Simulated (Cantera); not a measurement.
An adiabatic, constant-volume homogeneous reactor starts with CH4 : CO : O2 : N2 : H2O = 1 : 0.69 : 5.86 : 15.2 : 1.8 (molar parts), at 1775 K and 3750 Torr.

Computed with Cantera and GRI-Mech 3.0 (53 species, 325 reactions).

Problem. Predict: time of steepest temperature rise; temperature at 2.00 s; equilibrium temperature; x(CO) at 2.00 s; x(O2) at 2.00 s.

Solution. 
| Property | Result |
|---|---|
| time of steepest temperature rise | 22.4 µs |
| temperature at 2.00 s | 2744 K |
| equilibrium temperature | 2744 K |
| x(CO) at 2.00 s | 0.00738 (gas-phase equilibrium 0.00738) |
| x(O2) at 2.00 s | 0.129 (gas-phase equilibrium 0.129) |
